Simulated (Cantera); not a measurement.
An adiabatic, constant-volume homogeneous reactor starts with CH₄ : O₂ : N₂ = 1 : 2.3 : 8.64 (molar parts), equivalence ratio 0.87, at 1400 K and 1.00 bar. Integrator tolerance rtol = 1e-08.

Detailed kinetics in Cantera: GRI-Mech 3.0 (53 species, 325 reactions).

Problem. What does this change do: 0.043 parts C2H6 added?

Solution. 
| quantity | before | after |
|---|---|---|
| time of steepest temperature rise | 3.08 ms | 1.25 ms |
| temperature at 0.100 s | 2827 K | 2855 K |
| equilibrium temperature | 2827 K | 2855 K |
| x(CH₄) at 0.100 s | <1e-12 (gas-phase equilibrium <1e-12) | <1e-12 (gas-phase equilibrium <1e-12) |
| x(O₂) at 0.100 s | 0.0321 (gas-phase equilibrium 0.0321) | 0.0258 (gas-phase equilibrium 0.0258) |
| x(CH₂CO) at 0.100 s | <1e-12 (gas-phase equilibrium <1e-12) | <1e-12 (gas-phase equilibrium <1e-12) |
| x(CO) at 0.100 s | 0.0320 (gas-phase equilibrium 0.0320) | 0.0389 (gas-phase equilibrium 0.0389) |
| x(CH₂) at 0.100 s | <1e-12 (gas-phase equilibrium <1e-12) | <1e-12 (gas-phase equilibrium <1e-12) |
